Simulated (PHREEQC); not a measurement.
1.1 g of hydrous ferric oxide (600 m²/g; 0.2 weak and 0.005 strong sites per Fe, Dzombak-Morel constants, diffuse double layer) in 1 kg of water with 0.001 mol/kgw of an inert sodium salt, at 25 °C; the pH is set by adding NaOH or the inert anion's acid. Oxygen is held at 0.21 atm. CO2 from the air is kept out. Nothing may precipitate in this run.

Model: ion-association model, wateq4f.dat, run in PHREEQC.

| pH | surface charge σ (C/m²) | surface potential ψ (mV) |
|---|---|---|
| 3 | 0.270 | 228 |
| 3.67 | 0.169 | 217 |
| 5 | 0.054 | 168 |
| 5.67 | 0.027 | 136 |
| 6.33 | 0.013 | 101 |
| 7.67 | 0.002 | 25 |
| 8.33 | -0.001 | -13 |
| 9 | -0.004 | -51 |
| 10.33 | -0.024 | -124 |
| 11 | -0.056 | -155 |

The oxide is taken as insoluble; below pH 4 it would dissolve.
